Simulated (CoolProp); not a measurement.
Vapour-liquid equilibrium of R13 (1) + CHF3 (R23) (2) at 179.2 K; x and y are mole fractions of (1).

Model: multi-fluid Helmholtz-energy mixture model, Platzer 1990 and Penoncello 2003; pair parameters Bell 2016, in CoolProp. This equation is an older, rougher fit; its heat capacities, sound speeds and derivatives of the liquid may be far off and weren't checked against measurements.

```tsv
x	bubble pressure, mixture model (kPa)	bubble pressure, Raoult's law (kPa)	y, mixture model	y, Raoult's law
0.05	55.23	48.23	0.165	0.051
0.125	62.02	48.30	0.299	0.127
0.2	65.92	48.37	0.374	0.203
0.275	68.13	48.44	0.421	0.279
0.35	69.33	48.52	0.454	0.355
0.425	69.93	48.59	0.479	0.430
0.5	70.11	48.66	0.502	0.505
0.575	69.95	48.73	0.525	0.580
0.65	69.36	48.80	0.552	0.654
0.725	68.15	48.88	0.587	0.729
0.8	65.94	48.95	0.636	0.803
0.875	62.10	49.02	0.713	0.877
0.95	55.64	49.09	0.845	0.951
```

The largest gap from Raoult's law is +44.1 % in bubble pressure, at x = 0.5. y crosses x between x = 0.5 and 0.575: the model has an azeotrope there.

Pair parameters are fitted to limited data, so mixtures are less certain than the pure fluids.
